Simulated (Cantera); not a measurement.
A closed system holds: 1 mol SiHCl₃, 10 mol N₂, equilibrated at 0.100 bar.

These are equilibrium values from Cantera (NASA tables, ideal gas, pure condensed phases), not measurements of a reactor. Candidate condensed phases: NH₄Cl, Si, Si₃N₄; 28 gas species. N₂ is the only nitrogen source here; it is nearly inert below about 1500 K, so the nitride shown seldom forms there in practice. Equilibrium is a limit: real reactors are often held back by kinetics, nucleation or transport.

Over these rows the condensed part is Si₃N₄(s). Partial pressures as log10 of bar:

```csv
T (K),1000/T (1/K),log p SiCl₂,log p N₂,log p HCl,log p SiCl₄
1148,0.8711,-5.61,-1.06,-2.13,-2.32
1223,0.8177,-4.83,-1.06,-2.12,-2.32
1298,0.7704,-4.15,-1.06,-2.12,-2.34
1373,0.7283,?,-1.06,-2.12,-2.37
1448,0.6906,-3.05,-1.06,-2.12,-2.44
1523,0.6566,-2.64,-1.07,-2.13,-2.60
```

**Question.** Fit log p(SiCl₂) = a + b·(1000/T) to the five rows, give the apparent enthalpy, and predict the row at 1373 K.

**Answer.** Means: 1000/T = 0.7613, log p = -4.056. Sxy = -0.434518, Sxx = 0.0312804, so b = -13.89 and a = -4.056 − (-13.89)×0.7613 = 6.52.
Apparent enthalpy: −19.145 × (-13.89) = 266 kJ/mol. With the condensed phases at unit activity, 1/6 Si₃N₄(s) + 1/2 SiCl₄(g) = SiCl₂(g) + 1/3 N₂(g) links this pressure to the main gases: over the six rows their terms move log p by -0.14 in all, so the slope is close to that reaction's ΔH°. The five rows lie within 0.04 of the line.
Prediction at 1373 K: 6.52 + (-13.89)×0.7283 = -3.60. The computed value is -3.56, 0.04 from the line.
